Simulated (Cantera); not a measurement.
Feed: 1 mol Pb, 3 mol O2, 0.11 mol H2, equilibrated at 67.5 Torr.

Cantera equilibrium calculation (NASA polynomials, part measured and part estimated; ideal gas, pure solids and liquids). Candidate condensed phases: H2O, Pb, PbO, PbO2, Pb3O4; 12 gas species. Equilibrium is a limit: real reactors are often held back by kinetics, nucleation or transport. All values below are at 1100 K.

Base state: O2 0.957, H2O 0.0430, PbO 6.88e-5 (mole fractions); condensed: PbO(yellow).

**Question.** What changes in the equilibrium state with this change: H2 from 0.11 to 10 mol?

**Answer.** 
| species | before | after |
|---|---|---|
| H2O | 0.0430 | 0.599 |
| H2 | <1e-9 | 0.399 |
| Pb | 2.93e-8 | 0.00135 |
| O2 | 0.957 | <1e-9 |
| PbO | 6.88e-5 | 2.13e-8 |
| PbO(yellow), mol | 1.000 | 0 |
| Pb(l), mol | 0 | 0.987 |

**Question.** What changes in the equilibrium state with this change: Pb replaced by Fe(CO)5?

**Answer.** 
| species | before | after |
|---|---|---|
| CO2 | 0 | 0.927 |
| CO | 0 | 0.0513 |
| H2O | 0.0430 | 0.0204 |
| O2 | 0.957 | <1e-9 |
| PbO | 6.88e-5 | 0 |
| H2 | <1e-9 | 0.00111 |
| PbO(yellow), mol | 1.000 | 0 |
| FeO(s), mol | 0 | 0.526 |
| Fe3O4(s), mol | 0 | 0.158 |
Mutual solubility and eutectic melting of coexisting phases are not modelled. The tables' stoichiometric FeO is somewhat more stable than real wüstite, so its field is too wide. FeO: taken at fixed stoichiometry. Further candidate phases: C, C6H6, C7H8, C8H18, Fe, Fe(CO)5, FeO, Fe(OH)2, Fe(OH)3, Fe2O3, Fe3O4.
